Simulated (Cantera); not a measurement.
Feed: 1 mol Al, 0.31 mol H2O, 12 mol H2, 0.83 mol HCl, equilibrated at 1048 K and 53.0 Pa.

Cantera equilibrium calculation (NASA polynomials, part measured and part estimated; ideal gas, pure solids and liquids). Candidate condensed phases: Al, AlCl3, Al2O3, H2O; 29 gas species. The tables' values for AlCl2 are old estimates; treat these amounts as uncertain. Kinetics and transport are ignored.

Base state: H2 0.941, AlCl 0.0570, AlCl3 0.000930, AlCl2 0.000759, HCl 9.43e-5 (mole fractions); condensed: Al2O3(s).

Task: What changes in the equilibrium state with this change: temperature from 1048 K to 925 K?

Result: 
| species | before | after |
|---|---|---|
| H2 | 0.941 | 0.951 |
| AlCl | 0.0570 | 0.0418 |
| AlCl3 | 0.000930 | 0.00609 |
| HCl | 9.43e-5 | 2.11e-5 |
| AlCl2 | 0.000759 | 0.000956 |
| Al2O3(s), mol | 0.103 | 0.103 |
| Al(s), mol | 0 | 0.139 |
Condensed phases not in the tables: AlOCl.
